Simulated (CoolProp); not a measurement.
Vapour-liquid equilibrium of cyclohexane (1) + p-xylene (2) at 2.4 bar; x and y are mole fractions of (1).

The numbers come from the multi-fluid Helmholtz-energy mixture model, Zhou 2014 and Zhou 2012; pair parameters Bell 2016 in CoolProp.

```
x     bubble temperature (°C)  y at the bubble point  dew temperature at overall composition x (°C)  liquid density (mol/L)
----  -----------------------  ---------------------  ---------------------------------------------  ----------------------
0.05                    166.9                  0.175                                          171.9                   6.843
0.15                    155.5                  0.422                                          168.0                   7.017
0.25                    146.5                  0.583                                          163.7                   7.171
0.35                    139.3                  0.692                                          159.1                   7.312
0.45                    133.5                  0.770                                          154.0                   7.445
0.55                    128.6                  0.830                                          148.5                   7.573
0.65                    124.3                  0.877                                          142.2                   7.699
0.75                    120.6                  0.917                                          135.0                   7.826
0.85                    117.1                  0.952                                          126.8                   7.954
0.95                    113.9                  0.985                                          117.4                   8.087
```

No azeotrope shows between x = 0.05 and 0.95.

The pair parameters rest on a limited set of measurements; away from them the model extrapolates.
